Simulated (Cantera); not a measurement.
Charge: 1 mol AlI3, 4.8 mol N2, equilibrated at 4.58 Torr.

Method: chemical equilibrium by Gibbs-energy minimisation in Cantera with the NASA 1993 tables (ideal gas, pure condensed phases). Candidate condensed phases: Al, AlI3, AlN, I2; 10 gas species. Rates play no part.

x: gas mole fraction; n: condensed amount in mol.

```csv
T (K),x N2,x I,x AlI3,x AlI,x I2,n AlN(s)
1175,0.664,0.276,0.0502,2.54e-5,[?],0.662
1200,0.651,0.299,0.0416,4.92e-5,[?],0.716
1225,0.640,0.320,0.0338,9.18e-5,[?],0.766
1250,0.630,0.338,0.0269,0.000165,[?],0.811
1275,0.621,0.353,0.0210,0.000288,[?],0.850
1300,0.614,0.366,0.0162,0.000487,[?],0.882
1325,0.608,0.376,0.0123,0.000801,[?],0.906
1350,0.604,0.384,0.00927,0.00128,[?],0.924
1375,0.600,0.389,0.00694,0.00201,[?],0.935
1400,0.598,0.393,0.00518,0.00307,[?],0.940
1425,0.596,0.394,0.00385,0.00460,[?],0.939
1450,0.595,0.394,0.00285,0.00677,[?],0.930
1475,0.594,0.393,0.00211,0.00979,[?],0.913
```

### Question
Fill in the missing entries.

### Answer

- 1175, x I2: 0.00955
- 1200, x I2: 0.00805
- 1225, x I2: 0.00671
- 1250, x I2: 0.00553
- 1275, x I2: 0.00452
- 1300, x I2: 0.00366
- 1325, x I2: 0.00295
- 1350, x I2: 0.00236
- 1375, x I2: 0.00189
- 1400, x I2: 0.00151
- 1425, x I2: 0.00121
- 1450, x I2: 0.000964
- 1475, x I2: 0.000769
